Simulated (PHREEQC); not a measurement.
## Copper plating or etch bath: speciation

Make-up at 50 °C and 300 atm: 0.0025 mol CuSO4, 0.26 mol H2SO4 and 0.0016 mol FeCl3 per kg of water. Closed to the air; pH follows from the charge balance.

Computed with PHREEQC (ion-association model, phreeqc.dat).

```
Item                         Result
--------------------  -------------
pH                             0.66
ionic strength        0.317 mol/kgw
activity of water             0.991
specific conductance   137000 µS/cm
density                 1.017 g/cm³
total alkalinity        -523 meq/kg
```

```tsv
species	molality	activity	log γ
H+	0.283	0.220	-0.110
HSO4-	0.236	0.171	-0.139
SO4-2	0.0242	0.00575	-0.625
Cl-	0.00478	0.00322	-0.171
Cu+2	0.00194	0.000536	-0.558
FeHSO4+2	0.000912	0.000252	-0.558
```

Precipitation was switched off in this run. Under pressure, the constants of complexes without a molar volume in the database are unreliable. At this temperature some constants are extrapolated from 25 °C, and those without enthalpy data are left unchanged.
